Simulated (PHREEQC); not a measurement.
Dissolve 0.0014 mol/kgw NH4HSO4 at 25 °C. Closed to the air; pH follows from the charge balance.

Computed with PHREEQC (ion-association model, wateq4f.dat).

Precipitation was switched off in this run.

Task: Predict the pH.

Result: pH 2.92.

Task: In which forms is N present?

Result: NH4+ 99 %, NH4SO4- 1.2 % of the N.
